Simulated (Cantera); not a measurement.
# Fe3O4 + C + CO (carbothermic reduction)

A closed system holds: 1 mol Fe3O4, a varied amount of C, 1.6 mol CO, equilibrated at 5900 Pa.

Equilibrium computed with Cantera from the NASA thermochemical tables; the gas is ideal and each condensed phase is pure. Candidate condensed phases: C, Fe, Fe(CO)5, FeO, Fe2O3, Fe3O4; 15 gas species. Each liquid is taken as pure. Iron dissolves carbon and melts from about 1420 K in contact with it, which pure phases cannot show. Mutual solubility and eutectic melting of coexisting phases are not modelled. The tables' stoichiometric FeO is somewhat more stable than real wüstite, so its field is too wide. FeO: taken at fixed stoichiometry. Condensed phases not in the tables: cementite and carbon dissolved in iron. The numbers say what is thermodynamically allowed, not how fast it happens.

Stable condensed phases:

```
T in K \ n(C) in mol
         0.87 0.99  1.1  1.3  1.5  1.7  1.9  2.2  2.5  2.8  3.2  3.6  4.1
   2498     A    A    A    A    A    A    A    A    A    A    A    B    C
   2473     A    A    A    A    A    A    A    A    A    A    A    B    C
   2448     A    A    A    A    A    A    A    A    A    A    A    D    C
   2423     A    A    A    A    A    A    A    A    E    E    E    D    F
   2398     A    A    A    A    A    A    E    E    E    E    E    D    F
   2373     A    A    A    A    A    E    E    E    E    E    E    D    F
   2348     A    A    A    A    E    E    E    E    E    E    E    D    F
   2323     A    A    A    E    E    E    E    E    E    E    E    D    F
   2298     A    A    A    E    E    E    E    E    E    E    E    D    F
   2273     A    A    E    E    E    E    E    E    E    E    E    D    F
   2248     A    A    E    E    E    E    E    E    E    E    E    D    F
   2223     A    E    E    E    E    E    E    E    E    E    E    D    F
   2198     A    E    E    E    E    E    E    E    E    E    E    D    F
   2173     A    E    E    E    E    E    E    E    E    E    E    D    F
```

A: FeO; B: gas only; C: C; D: Fe; E: Fe + FeO; F: C + Fe.
